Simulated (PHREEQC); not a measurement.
Make-up at 10 °C: 0.00012 mol CO2 per kg of water. Closed to the air; pH follows from the charge balance.

The numbers come from PHREEQC with the ion-association model, wateq4f.dat.

```yaml
pH: 5.20
ionic_strength: 6.27e-6 mol/kgw
```

| species | molality | activity | log γ |
|---|---|---|---|
| CO2 | 0.000114 | 0.000114 | 0.000 |
| H+ | 6.27e-6 | 6.26e-6 | -0.001 |
| HCO3- | 6.27e-6 | 6.26e-6 | -0.001 |

No solid was allowed to form. Complexes and solids missing from the database can't appear. Away from 25 °C the constants follow the database's enthalpies or fits; those with neither stay at their 25 °C values.
